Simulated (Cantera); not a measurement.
# Moist CO burnout

An isothermal, constant-pressure homogeneous reactor starts with CO : O₂ : H₂O : N₂ = 0.029 : 0.018 : 0.0014 : 1 (molar parts), equivalence ratio 0.81, at 1000 K and 0.316 atm.

Detailed kinetics in Cantera: GRI-Mech 3.0 (53 species, 325 reactions).

```csv
t (s),x CO,x O₂,x H₂O,x NO,x HO₂,x NO₂
0.000400,0.0277,0.0172,0.00134,<1e-12,<1e-12,<1e-12
0.00142,0.0277,0.0172,0.00134,<1e-12,1.72e-12,<1e-12
0.00503,0.0277,0.0172,0.00134,<1e-12,4.05e-11,<1e-12
0.0178,0.0277,0.0172,0.00134,<1e-12,7.24e-10,<1e-12
0.0632,0.0277,0.0172,0.00134,<1e-12,5.06e-8,<1e-12
0.224,0.0143,0.0104,0.00126,1.39e-7,1.28e-6,1.58e-10
0.795,0.00116,0.00396,0.00134,2.78e-7,4.54e-7,7.25e-10
2.82,7.99e-5,0.00342,0.00135,2.79e-7,1.53e-7,6.65e-9
10.0,4.62e-6,0.00339,0.00135,2.66e-7,1.88e-8,2.12e-8
```
x: mole fraction; the columns are a selection and need not sum to one.

Equilibrium at this temperature and pressure: CO 5.22e-11, O₂ 0.00338, H₂O 0.00135, NO 4.42e-6, HO₂ 3.68e-12, NO₂ 1.70e-8 (gas phase only).
